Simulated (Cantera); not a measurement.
Charge: 1 mol TEOS, a varied amount of H2O, equilibrated at 1898.15 K and 0.0100 bar.

Equilibrium computed with Cantera from the NASA thermochemical tables; the gas is ideal and each condensed phase is pure. Candidate condensed phases: C, C6H6, C7H8, C8H18, H2O, Si, SiC, SiO2; 123 gas species. The feed counts by its element totals alone. Kinetics and transport are ignored.

At 3.3 mol H2O, list the 6 most abundant gas species with their mole fractions, and the condensed phases.

H2 0.640, CO 0.346, SiO 0.00730, H 0.00626, C2H2 (acetylene) 8.30e-5, Si 7.73e-5. Condensed: SiC(s).
